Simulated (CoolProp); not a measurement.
Vapour-liquid equilibrium of carbon dioxide (1) + n-butane (2) at 223.2 K; x and y are mole fractions of (1).

Values from CoolProp's multi-fluid Helmholtz-energy mixture model, Span 1996 and Bücker 2006; pair parameters Kunz 2012.

```json
[
 {"x": "0.05", "bubble pressure (bar)": "1.020", "y at the bubble point": "0.908", "dew pressure at overall composition x (bar)": "0.09997", "liquid density (mol/L)": "11.27"},
 {"x": "0.15", "bubble pressure (bar)": "?", "y at the bubble point": "0.966", "dew pressure at overall composition x (bar)": "0.1118", "liquid density (mol/L)": "11.57"},
 {"x": "0.25", "bubble pressure (bar)": "3.906", "y at the bubble point": "0.977", "dew pressure at overall composition x (bar)": "0.1267", "liquid density (mol/L)": "12.08"},
 {"x": "0.35", "bubble pressure (bar)": "4.685", "y at the bubble point": "0.982", "dew pressure at overall composition x (bar)": "0.1462", "liquid density (mol/L)": "12.80"},
 {"x": "0.45", "bubble pressure (bar)": "5.135", "y at the bubble point": "0.984", "dew pressure at overall composition x (bar)": "?", "liquid density (mol/L)": "13.77"},
 {"x": "0.55", "bubble pressure (bar)": "5.396", "y at the bubble point": "?", "dew pressure at overall composition x (bar)": "?", "liquid density (mol/L)": "15.02"},
 {"x": "0.65", "bubble pressure (bar)": "5.587", "y at the bubble point": "0.986", "dew pressure at overall composition x (bar)": "0.2713", "liquid density (mol/L)": "16.62"},
 {"x": "0.75", "bubble pressure (bar)": "5.796", "y at the bubble point": "?", "dew pressure at overall composition x (bar)": "?", "liquid density (mol/L)": "18.63"},
 {"x": "0.85", "bubble pressure (bar)": "6.089", "y at the bubble point": "0.990", "dew pressure at overall composition x (bar)": "0.6301", "liquid density (mol/L)": "21.18"},
 {"x": "0.95", "bubble pressure (bar)": "6.532", "y at the bubble point": "0.995", "dew pressure at overall composition x (bar)": "1.857", "liquid density (mol/L)": "24.36"}
]
```

Problem. Complete the blanks.

Solution. 
- 0.15, bubble pressure (bar): 2.680
- 0.45, dew pressure at overall composition x (bar): 0.1728
- 0.55, y at the bubble point: 0.985
- 0.55, dew pressure at overall composition x (bar): 0.2111
- 0.75, y at the bubble point: 0.988
- 0.75, dew pressure at overall composition x (bar): 0.3793

No azeotrope shows between x = 0.05 and 0.95.

Pair parameters are fitted to limited data, so mixtures are less certain than the pure fluids. With so large a gap from Raoult's law the liquid may split in two, which this calculation doesn't test in full.
